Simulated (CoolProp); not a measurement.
C3F8 (R218) along the isotherm 91.55 °C: fugacity coefficient from the reference equation and from simpler models built on Tc = 71.9 °C, pc = 2.640 MPa, ω = 0.317; each cubic takes its own stable root.

Computed with CoolProp (reference Helmholtz-energy equation of state, Lemmon 2006). It is a short technical equation, of lower accuracy than the large ones.

| p (MPa) | phase | reference | Redlich-Kwong | Soave-Redlich-Kwong | Peng-Robinson |
|---|---|---|---|---|---|
| 1.65 | gas | 0.8343 | 0.8249 | 0.8312 | 0.8134 |
| 3.3 | supercritical | 0.6670 | 0.6542 | 0.6695 | 0.6433 |
| 4.95 | supercritical | 0.5177 | 0.5086 | 0.5297 | 0.5031 |
| 6.6 | supercritical | 0.4320 | 0.4282 | 0.4485 | 0.4215 |
| 8.25 | supercritical | 0.3811 | 0.3803 | 0.3996 | 0.3718 |
| 9.9 | supercritical | 0.3485 | 0.3496 | 0.3681 | 0.3393 |
| 11.6 | supercritical | 0.3262 | 0.3285 | 0.3465 | 0.3164 |
| 13.2 | supercritical | 0.3120 | 0.3150 | 0.3328 | 0.3012 |
